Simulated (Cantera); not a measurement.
Premixed flame

A freely propagating, adiabatic, planar premixed flame of H2 : O2 : N2 = 1 : 0.455 : 1.36 (molar parts), equivalence ratio 1.1, unburnt at 650 K and 100000 Pa; mixture-averaged transport, grid criteria slope 0.08 and curve 0.16, no radiation.

Cantera simulation using the H2/O2 subset of GRI-Mech 3.0, which has no nitrogen chemistry; the numbers are that mechanism's predictions, not measurements. Burning velocities carry a grid error of a few per cent, more on coarse grids.

```json
[
 {"z (mm)": "-1.36", "T (K)": "650", "u (m/s)": "10.8", "x H2": "0.355", "x O2": "0.162", "x H2O": "<1e-8", "x OH": "<1e-8", "x O": "<1e-8", "x H2O2": "<1e-8"},
 {"z (mm)": "-0.906", "T (K)": "650", "u (m/s)": "10.8", "x H2": "0.355", "x O2": "0.162", "x H2O": "<1e-8", "x OH": "<1e-8", "x O": "<1e-8", "x H2O2": "<1e-8"},
 {"z (mm)": "-0.680", "T (K)": "650", "u (m/s)": "10.8", "x H2": "0.355", "x O2": "0.162", "x H2O": "<1e-8", "x OH": "<1e-8", "x O": "<1e-8", "x H2O2": "<1e-8"},
 {"z (mm)": "-0.453", "T (K)": "650", "u (m/s)": "10.8", "x H2": "0.355", "x O2": "0.162", "x H2O": "3.17e-8", "x OH": "<1e-8", "x O": "<1e-8", "x H2O2": "<1e-8"},
 {"z (mm)": "-0.227", "T (K)": "659", "u (m/s)": "11.0", "x H2": "0.353", "x O2": "0.162", "x H2O": "0.000376", "x OH": "3.64e-5", "x O": "7.04e-6", "x H2O2": "1.36e-6"},
 {"z (mm)": "-0.113", "T (K)": "831", "u (m/s)": "13.6", "x H2": "0.324", "x O2": "0.158", "x H2O": "0.0152", "x OH": "0.000824", "x O": "0.000404", "x H2O2": "9.25e-6"},
 {"z (mm)": "0", "T (K)": "1296", "u (m/s)": "20.4", "x H2": "0.193", "x O2": "0.110", "x H2O": "0.117", "x OH": "0.00545", "x O": "0.00800", "x H2O2": "5.28e-6"},
 {"z (mm)": "0.113", "T (K)": "1634", "u (m/s)": "25.3", "x H2": "0.0879", "x O2": "0.0432", "x H2O": "0.234", "x OH": "0.0145", "x O": "0.0161", "x H2O2": "2.72e-6"},
 {"z (mm)": "0.227", "T (K)": "1789", "u (m/s)": "27.5", "x H2": "0.0728", "x O2": "0.0290", "x H2O": "0.258", "x OH": "0.0189", "x O": "0.0167", "x H2O2": "1.59e-6"},
 {"z (mm)": "0.453", "T (K)": "1959", "u (m/s)": "29.7", "x H2": "0.0727", "x O2": "0.0242", "x H2O": "0.270", "x OH": "0.0224", "x O": "0.0149", "x H2O2": "8.57e-7"},
 {"z (mm)": "0.906", "T (K)": "2140", "u (m/s)": "32.1", "x H2": "0.0722", "x O2": "0.0203", "x H2O": "0.283", "x OH": "0.0247", "x O": "0.0121", "x H2O2": "4.96e-7"},
 {"z (mm)": "1.81", "T (K)": "2320", "u (m/s)": "34.3", "x H2": "0.0693", "x O2": "0.0162", "x H2O": "0.299", "x OH": "0.0254", "x O": "0.00890", "x H2O2": "3.34e-7"},
 {"z (mm)": "3.62", "T (K)": "2485", "u (m/s)": "36.2", "x H2": "0.0644", "x O2": "0.0123", "x H2O": "0.316", "x OH": "0.0242", "x O": "0.00603", "x H2O2": "2.77e-7"}
]
```
x: mole fraction of selected species; z is measured from the peak of heat release.

The laminar burning velocity comes out as 1080 cm/s, the thermal thickness is 0.453 mm and the peak x(OH) comes out as 0.0254. The peak x(O) is 0.0169 and the peak x(H2O2) is 9.28e-6. The grid points is 133.
